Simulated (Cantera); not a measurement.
Feed: 1 mol CF4, 0.18 mol HCl, at 3425 K and 1.33 mbar.

Cantera equilibrium calculation (NASA polynomials, part measured and part estimated; ideal gas, pure solids and liquids). Candidate condensed phases: C, C6H6, C7H8, C8H18; 118 gas species. Rates play no part.

Base state: F 0.764, C 0.124, Cl 0.0356, H 0.0266, CF 0.0180, C2 0.0121, C3 0.0104, HF 0.00902 (mole fractions); condensed: gas only.

### Question
What changes in the equilibrium state with this change: HCl from 0.18 to 0.013 mol?

### Answer
| species | before | after |
|---|---|---|
| F | 0.764 | 0.821 |
| C | 0.124 | 0.129 |
| CF | 0.0180 | 0.0201 |
| Cl | 0.0356 | 0.00274 |
| H | 0.0266 | 0.00200 |
| C3 | 0.0104 | 0.0117 |
| C2 | 0.0121 | 0.0131 |
| HF | 0.00902 | 0.000731 |
| C2H | 1.28e-5 | 1.04e-6 |
| CF2 | 7.08e-5 | 8.49e-5 |

### Question
What changes in the equilibrium state with this change: temperature from 3425 K to 848.15 K?

### Answer
```json
[
 {"species": "CF4", "before": "<1e-9", "after": "0.809"},
 {"species": "HF", "before": "0.00902", "after": "0.0754"},
 {"species": "HCl", "before": "7.68e-6", "after": "0.0745"},
 {"species": "F", "before": "0.764", "after": "<1e-9"},
 {"species": "C", "before": "0.124", "after": "<1e-9"},
 {"species": "H", "before": "0.0266", "after": "<1e-9"},
 {"species": "CF", "before": "0.0180", "after": "<1e-9"},
 {"species": "C2", "before": "0.0121", "after": "<1e-9"},
 {"species": "C3", "before": "0.0104", "after": "<1e-9"},
 {"species": "Cl2", "before": "5.14e-9", "after": "0.0345"},
 {"species": "Cl", "before": "0.0356", "after": "0.000137"},
 {"species": "CClF3", "before": "<1e-9", "after": "0.00621"},
 {"species": "CCl2F2", "before": "<1e-9", "after": "7.67e-5"},
 {"species": "CF2", "before": "7.08e-5", "after": "<1e-9"},
 {"species": "C2H", "before": "1.28e-5", "after": "<1e-9"},
 {"species": "C(graphite), mol", "before": "0", "after": "0.0207"}
]
```
Condensed phases not in the tables: fluorocarbon polymer. Gases not in the tables: C2F6 and larger saturated fluorocarbons.

### Question
What changes in the equilibrium state with this change: CF4 replaced by CH3Cl?

### Answer
| species | before | after |
|---|---|---|
| H | 0.0266 | 0.612 |
| Cl | 0.0356 | 0.228 |
| C | 0.124 | 0.131 |
| F | 0.764 | 0 |
| CF | 0.0180 | 0 |
| C3 | 0.0104 | 0.0121 |
| C2 | 0.0121 | 0.0134 |
| HF | 0.00902 | 0 |
| CF2 | 7.08e-5 | 0 |
